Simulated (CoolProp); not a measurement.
n-pentane at 424.56 K and 1.2 MPa is compressed adiabatically to 1.98 MPa with isentropic efficiency 0.6. Each further row changes one setting.

Model: reference Helmholtz-energy equation of state, Thol 2019, in CoolProp.

| case | work (kJ/kg) | final temperature (K) | final density (kg/m³) |
|---|---|---|---|
| as stated | 30.8 | 447.9 | 55.6 |
| efficiency 1 | 18.5 | 443.8 | 57.5 |
| efficiency 0.65 | 28.4 | 447.1 | 55.9 |
